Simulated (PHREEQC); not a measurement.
Consider water at 25 °C with 0.0038 mol/kgw Cu(NO3)2, 5.3e-05 mol/kgw HCl and 0.00011 mol/kgw Na2SO4. Closed to the air; pH follows from the charge balance.

Equilibrium calculation in PHREEQC: ion-association model, wateq4f.dat.

Precipitation was switched off in this run.

**Question.** Predict the pH.

**Answer.** pH 4.31.

**Question.** In which forms is S present?

**Answer.** SO4-2 75 %, CuSO4 25 % of the S.
